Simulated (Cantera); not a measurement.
**Stirred combustor or abatement burner**

A perfectly stirred reactor is fed with CH4 : O2 : N2 = 1 : 3.23 : 12.1 (molar parts), at 1.18 atm; it is adiabatic with a 748 K inlet, and is followed from long to short residence time, starting on the burning branch (τ in s: 0.025, 0.012, 0.0059, 0.0029, 0.0014, 0.00069, 0.00034, 0.00016, 8e-05, 3.9e-05, 1.9e-05, 9.3e-06).

Model: GRI-Mech 3.0 (53 species, 325 reactions), integrated in Cantera.

```tsv
τ (s)	T (K)	x CH4	x O2	x H2	x NO	x HO2	x H2O2	x O
0.025	2039	1.09e-5	0.0749	0.000369	0.000146	2.37e-6	9.73e-8	0.000508
0.012	2030	1.82e-5	0.0750	0.000532	0.000102	2.92e-6	1.14e-7	0.000728
0.0059	2017	2.92e-5	0.0752	0.000784	7.39e-5	3.89e-6	1.39e-7	0.00107
0.0029	1997	4.68e-5	0.0755	0.00116	5.34e-5	5.49e-6	1.75e-7	0.00158
0.0014	1969	7.68e-5	0.0761	0.00170	3.81e-5	8.07e-6	2.26e-7	0.00231
0.00069	1932	0.000128	0.0770	0.00238	2.74e-5	1.19e-5	2.92e-7	0.00321
0.00034	1885	0.000226	0.0786	0.00319	1.97e-5	1.75e-5	3.82e-7	0.00419
0.00016	1822	0.000453	0.0816	0.00416	1.31e-5	2.69e-5	5.19e-7	0.00502
8.0e-5	1746	0.00103	0.0870	0.00520	7.47e-6	4.41e-5	7.08e-7	0.00486
3.9e-5	748	0.0612	0.198	<1e-12	<1e-12	<1e-12	<1e-12	<1e-12
1.9e-5	748	0.0612	0.198	<1e-12	<1e-12	<1e-12	<1e-12	<1e-12
9.3e-6	748	0.0612	0.198	<1e-12	<1e-12	<1e-12	<1e-12	<1e-12
```
x: mole fraction; the columns are a selection and need not sum to one.
